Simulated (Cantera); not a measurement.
What does this Cantera script print?

```python
import numpy as np
import cantera as ct

gas_names = """
    CL CL2 H HCL H2 Si SiCL SiCL2 SiCL3 SiCL4 SiH SiHCL3 SiH2 SiH2CL2 SiH3 SiH3CL SiH4 Si2 Si3
""".split()
cond_names = """
    Si(cr) Si(L)
""".split()


# ... load() reads the species with a 1 bar reference pressure and builds the phases ...
atoms = {
    'SiH4': {'Si': 1, 'H': 4},
    'HCl': {'H': 1, 'CL': 1},
    'H2': {'H': 2},
}
top_T = {}  # K; cautious upper limits of use, not melting points


# ... equilibrate(T, P, feed) seeds the gas with the atoms and calls Mixture.equilibrate('TP', solver="vcs", rtol=1e-11, max_steps=5000) ...
results = []
feed = {'SiH4': 1, 'HCl': 4.2, 'H2': 9.2}  # mol
T = 1475  # K
P = 59000  # Pa
mix = equilibrate(T, P, feed)
results.append((T, P, feed, dict(zip(mix.species_names, mix.species_moles))))
x = sorted(zip(gas.X, gas.species_names), reverse=True)
print(f"T = {T:g} K  P = {P:g} Pa  gas = {mix.phase_moles(0):.4g} mol")
print("   x: " + "  ".join(f"{s} {v:.3e}" for v, s in x if v > 0.001))
print("   condensed (mol): " + ("  ".join(f"{mix.phase(i).name} {mix.phase_moles(i):.4g}"
      for i in range(1, mix.n_phases) if mix.phase_moles(i) > 1e-12) or "none"))
```

Output:

```
T = 1475 K  P = 59000 Pa  gas = 15.06 mol
   x: H2 8.242e-01  HCL 1.094e-01  SiCL2 3.856e-02  SiCL3 1.047e-02  SiCL4 9.674e-03  SiHCL3 6.897e-03
   condensed (mol): none
```

These are equilibrium values from Cantera (NASA tables, ideal gas, pure condensed phases), not measurements of a reactor. The tables' values for SiCl3 are old estimates; treat these amounts as uncertain.
